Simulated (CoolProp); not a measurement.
Computed with CoolProp (reference Helmholtz-energy equation of state, Leachman 2009).

### Question
For normal hydrogen, give the phase and the conductivity (mW/(m K)), Prandtl number at 271.05 °C and 0.0166 MPa; 292.75 °C and 0.0182 MPa; -99.85 °C and 0.0137 MPa.

### Answer
- 271.05 °C and 0.0166 MPa: gas; conductivity 288, Prandtl number 0.682
- 292.75 °C and 0.0182 MPa: gas; conductivity 296, Prandtl number 0.682
- -99.85 °C and 0.0137 MPa: gas; conductivity 116, Prandtl number 0.688

Viscosity comes from a separate model (Muzny 2013). Thermal conductivity comes from a separate model (Assael 2011).
